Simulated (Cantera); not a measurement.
Input: 1 mol C₃H₆, 0.045 mol CO₂, at 2.40 bar.

Method: chemical equilibrium by Gibbs-energy minimisation in Cantera with the NASA 1993 tables (ideal gas, pure condensed phases). Candidate condensed phases: C, C₆H₆, C₇H₈, C₈H₁₈, H₂O; 110 gas species. Equilibrium is a limit: real reactors are often held back by kinetics, nucleation or transport.

Problem. At 1050 °C, list the 4 most abundant gas species with their mole fractions, and the condensed phases.

Solution. H₂ 0.956, CO 0.0291, CH₄ 0.0149, H₂O 0.000489. Condensed: C(graphite).
